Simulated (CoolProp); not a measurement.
A Linde-Hampson liquefier for dry air: isothermal reversible compression at 200 K from 1 atm to 5 MPa, throttling to 1 atm, return gas leaving the recuperator 5 K below the feed. Each further row changes one setting.

Values from CoolProp's reference Helmholtz-energy equation of state, Lemmon 2000. It is a pseudo-pure fit of the blend.

| case | liquid yield per pass | compression work (kJ/kg of gas) |
|---|---|---|
| as stated | 0.063 | 217 |
| high pressure 10 MPa | 0.143 | 251 |
| warm-end temperature 230 K | 0.039 | 253 |
| warm-end gap 10 K | 0.048 | 217 |
